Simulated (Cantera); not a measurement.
Cantera run, input and output.

```python
import numpy as np
import cantera as ct

gas = ct.Solution("h2o2.yaml")
gas.TPX = 573, 13332, {'H2': 0.76, 'O2': 0.5, 'N2': 1.55}
flame = ct.FreeFlame(gas, width=0.16)
flame.set_refine_criteria(ratio=3, slope=0.08, curve=0.16)
flame.transport_model = "mixture-averaged"
flame.solve(loglevel=0, auto=True)
z, T = flame.grid, flame.T
thick = (T[-1] - T[0]) / np.gradient(T, z).max()
show = ['H2', 'O2', 'H2O', 'OH', 'O', 'H2O2']
print(f"laminar burning velocity  {flame.velocity[0] * 100:.3f} cm/s")
print(f"burnt temperature         {T[-1]:.1f} K")
print(f"thermal thickness         {thick * 1e3:.4f} mm")
print(f"grid points               {len(z)}")
z0 = z[flame.heat_release_rate.argmax()]
print(f"{'z/mm':>9s}{'T/K':>9s}{'u/(m/s)':>9s}" + "".join(f"{s:>11s}" for s in show))
rows = []
for k in (-3, -2, -1.5, -1, -0.5, -0.25, 0, 0.25, 0.5, 1, 2, 4, 8):
    zz = z0 + k * thick
    rows.append([k * thick, np.interp(zz, z, T), np.interp(zz, z, flame.velocity),
                 *(np.interp(zz, z, flame.X[gas.species_index(s)]) for s in show)])
    print(f"{rows[-1][0] * 1e3:9.3f}{rows[-1][1]:9.1f}{rows[-1][2]:9.3f}" + "".join(f"{x:11.3e}" for x in rows[-1][3:]))
```

Result:

```
laminar burning velocity  542.304 cm/s
burnt temperature         2363.0 K
thermal thickness         5.8957 mm
grid points               139
     z/mm      T/K  u/(m/s)         H2         O2        H2O         OH          O       H2O2
  -17.687    573.0    5.423  2.705e-01  1.779e-01  1.129e-15  3.677e-19  8.820e-18 -6.342e-16
  -11.791    573.0    5.423  2.705e-01  1.779e-01  3.170e-13  1.509e-15  3.010e-14 -3.571e-16
   -8.843    573.0    5.423  2.705e-01  1.779e-01  1.957e-11  1.567e-13  2.658e-12  3.091e-14
   -5.896    573.0    5.423  2.705e-01  1.779e-01  1.101e-08  1.202e-10  9.017e-10  4.866e-11
   -2.948    579.5    5.477  2.691e-01  1.779e-01  3.949e-04  2.770e-05  6.340e-06  7.293e-07
   -1.474    703.3    6.570  2.470e-01  1.750e-01  1.128e-02  3.770e-04  2.356e-04  1.429e-06
    0.000   1095.5    9.900  1.195e-01  1.300e-01  1.071e-01  3.548e-03  8.567e-03  1.006e-06
    1.474   1380.2   12.321  3.699e-02  7.343e-02  2.022e-01  9.532e-03  2.015e-02  1.112e-06
    2.948   1507.5   13.358  3.263e-02  6.627e-02  2.145e-01  1.249e-02  2.122e-02  7.792e-07
    5.896   1654.7   14.516  3.261e-02  6.258e-02  2.233e-01  1.589e-02  2.010e-02  4.324e-07
   11.791   1815.0   15.736  3.102e-02  5.902e-02  2.341e-01  1.914e-02  1.766e-02  2.199e-07
   23.583   1978.1   16.936  2.741e-02  5.566e-02  2.468e-01  2.141e-02  1.426e-02  1.200e-07
   47.165   2131.2   18.025  2.211e-02  5.273e-02  2.606e-01  2.199e-02  1.050e-02  7.905e-08
```

Detailed kinetics in Cantera: the H2/O2 subset of GRI-Mech 3.0, which has no nitrogen chemistry. Burning velocities carry a grid error of a few per cent, more on coarse grids.
